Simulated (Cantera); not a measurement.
Mixture: CO : H2 : CH4 : O2 : N2 = 1 : 0.045 : 0.34 : 1.43 : 5.3 (molar parts), equivalence ratio 0.84, at 1.00 atm, adiabatic and at constant pressure. Ignition delay is the time to a rise of 400 K.

Cantera simulation using GRI-Mech 3.0 (53 species, 325 reactions); the numbers are that mechanism's predictions, not measurements. Below about 1000 K GRI-Mech 3.0 lacks low-temperature oxidation paths.

What does this change do: O2 1.43 to 1.1 parts?


```csv
quantity,before,after
delay at 975 K,66.3 ms,0.128 s
delay at 1125 K,16.5 ms,29.6 ms
delay at 1275 K,3.22 ms,5.31 ms
delay at 1425 K,0.783 ms,1.16 ms
delay at 1575 K,0.268 ms,0.358 ms
apparent activation energy between 1500 and 1650 K,130 kJ/mol,140 kJ/mol
```
